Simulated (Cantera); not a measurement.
An isothermal, constant-pressure homogeneous reactor starts with CH4 : N2 = 1 : 9.6 (molar parts), at 1925 K and 0.290 bar. Integrator tolerance rtol = 1e-08.

Detailed kinetics in Cantera: GRI-Mech 3.0 (53 species, 325 reactions). GRI-Mech 3.0 stops at C3 and has no aromatics, soot or wall deposition, so with more carbon than oxygen in the feed, carbon stays in small species such as C2H2 where larger ones or solid carbon would form.

Question: What does this change do: pressure from 0.290 bar to 0.590 bar?

Answer: 
```json
[
 {"quantity": "x(CH4) at 3.00 s", "before": "6.24e-5 (gas-phase equilibrium 3.49e-5)", "after": "0.000133 (gas-phase equilibrium 7.10e-5)"},
 {"quantity": "x(HCN) at 3.00 s", "before": "0.000124 (gas-phase equilibrium 0.0632)", "after": "0.000138 (gas-phase equilibrium 0.0631)"},
 {"quantity": "x(H) at 3.00 s", "before": "0.000642 (gas-phase equilibrium 0.000642)", "after": "0.000450 (gas-phase equilibrium 0.000450)"},
 {"quantity": "x(C2H4) at 3.00 s", "before": "1.66e-5 (gas-phase equilibrium 4.44e-6)", "after": "3.38e-5 (gas-phase equilibrium 9.04e-6)"},
 {"quantity": "x(C2H2) at 3.00 s", "before": "0.0430 (gas-phase equilibrium 0.0115)", "after": "0.0429 (gas-phase equilibrium 0.0115)"},
 {"quantity": "x(CH2) at 3.00 s", "before": "3.80e-8 (gas-phase equilibrium 2.13e-8)", "after": "3.99e-8 (gas-phase equilibrium 2.13e-8)"},
 {"quantity": "x(C2H) at 3.00 s", "before": "3.07e-6 (gas-phase equilibrium 8.19e-7)", "after": "2.15e-6 (gas-phase equilibrium 5.74e-7)"}
]
```

Question: What does this change do: 0.21 parts H2O added?

Answer: 
| quantity | before | after |
|---|---|---|
| x(CH4) at 3.00 s | 6.24e-5 (gas-phase equilibrium 3.49e-5) | 7.02e-5 (gas-phase equilibrium 3.58e-5) |
| x(HCN) at 3.00 s | 0.000124 (gas-phase equilibrium 0.0632) | 0.000236 (gas-phase equilibrium 0.0505) |
| x(H) at 3.00 s | 0.000642 (gas-phase equilibrium 0.000642) | 0.000694 (gas-phase equilibrium 0.000694) |
| x(C2H4) at 3.00 s | 1.66e-5 (gas-phase equilibrium 4.44e-6) | 1.48e-5 (gas-phase equilibrium 3.42e-6) |
| x(C2H2) at 3.00 s | 0.0430 (gas-phase equilibrium 0.0115) | 0.0327 (gas-phase equilibrium 0.00756) |
| x(CH2) at 3.00 s | 3.80e-8 (gas-phase equilibrium 2.13e-8) | 3.66e-8 (gas-phase equilibrium 1.86e-8) |
| x(C2H) at 3.00 s | 3.07e-6 (gas-phase equilibrium 8.19e-7) | 2.16e-6 (gas-phase equilibrium 4.99e-7) |

Question: What does this change do: temperature 1925 to 1275 K?

Answer: 
| quantity | before | after |
|---|---|---|
| x(CH4) at 3.00 s | 6.24e-5 (gas-phase equilibrium 3.49e-5) | 0.0940 (gas-phase equilibrium 0.0168) |
| x(HCN) at 3.00 s | 0.000124 (gas-phase equilibrium 0.0632) | <1e-12 (gas-phase equilibrium 0.0411) |
| x(H) at 3.00 s | 0.000642 (gas-phase equilibrium 0.000642) | 1.61e-9 (gas-phase equilibrium 4.46e-7) |
| x(C2H4) at 3.00 s | 1.66e-5 (gas-phase equilibrium 4.44e-6) | 8.42e-5 (gas-phase equilibrium 0.00162) |
| x(C2H2) at 3.00 s | 0.0430 (gas-phase equilibrium 0.0115) | 1.85e-5 (gas-phase equilibrium 0.0133) |
| x(CH2) at 3.00 s | 3.80e-8 (gas-phase equilibrium 2.13e-8) | 1.43e-11 (gas-phase equilibrium 3.47e-12) |
| x(C2H) at 3.00 s | 3.07e-6 (gas-phase equilibrium 8.19e-7) | <1e-12 (gas-phase equilibrium 2.06e-11) |
